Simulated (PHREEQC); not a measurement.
Solution (25 °C and 300 atm): 0.0017 mol KOH, 0.0011 mol NaAlO2 and 0.036 mol Na2CO3 per kg of water. Closed to the air; pH follows from the charge balance.

Computed with PHREEQC (ion-association model, phreeqc.dat).

This is a speciation only: nothing precipitates in the calculation.

Task: What pH does the model give?

Result: pH 11.23.

Task: In which forms is C present?

Result: CO3-2 67 %, NaCO3- 30 %, HCO3- 3.1 % of the C.

Under pressure, the constants of complexes without a molar volume in the database are unreliable.
